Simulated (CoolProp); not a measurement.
Cyclohexane at 293.15 K and 1.29 MPa is throttled through a valve to 0.516 MPa with no heat exchange. Each further row changes one setting.

Computed with CoolProp (reference Helmholtz-energy equation of state, Zhou 2014).

```json
[
 {"case": "as stated", "temperature change (K)": "___", "final density (kg/m³)": "779"},
 {"case": "outlet pressure 0.155 MPa", "temperature change (K)": "___", "final density (kg/m³)": "___"},
 {"case": "outlet pressure 0.671 MPa", "temperature change (K)": "___", "final density (kg/m³)": "779"}
]
```

Problem. Some entries are withheld; supply them.

Solution. 
- as stated, temperature change (K): +0.4
- outlet pressure 0.155 MPa, temperature change (K): +0.5
- outlet pressure 0.155 MPa, final density (kg/m³): 778
- outlet pressure 0.671 MPa, temperature change (K): +0.3
